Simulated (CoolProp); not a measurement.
Aqueous potassium acetate as a coolant, at 35 °C, 1 atm.

Values from CoolProp's Melinder's fits for secondary coolants.

| mass % | freezing point (°C) | Prandtl number | conductivity (W/(m K)) | density (kg/m³) | cp (kJ/(kg K)) |
|---|---|---|---|---|---|
| 4.2 | -1.6 | 5.28 | 0.608 | 1018 | 4.026 |
| 7.1 | -3.0 | 5.64 | 0.597 | 1033 | 3.927 |
| 10.1 | ? | 6.06 | 0.586 | 1047 | 3.830 |
| 13.1 | -6.3 | 6.51 | ? | 1061 | 3.737 |
| 16.1 | -8.2 | ? | 0.566 | 1075 | 3.647 |
| 19.1 | -10.5 | 7.54 | 0.556 | 1091 | 3.560 |
| 22.1 | -13.1 | 8.15 | ? | 1107 | ? |
| 25.1 | -16.3 | ? | 0.536 | 1123 | ? |
| 28.1 | ? | 9.64 | 0.526 | 1140 | 3.312 |
| 31.1 | -24.9 | 10.6 | 0.516 | 1157 | 3.232 |
| 34.1 | -30.2 | 11.7 | 0.506 | 1174 | 3.153 |
| 37.1 | -36.1 | 13.0 | 0.496 | 1191 | 3.074 |

### Question
Some entries are withheld; supply them.

### Answer

- 10.1, freezing point (°C): -4.6
- 13.1, conductivity (W/(m K)): 0.576
- 16.1, Prandtl number: 7.00
- 22.1, conductivity (W/(m K)): 0.546
- 22.1, cp (kJ/(kg K)): 3.476
- 25.1, Prandtl number: 8.84
- 25.1, cp (kJ/(kg K)): 3.393
- 28.1, freezing point (°C): -20.2
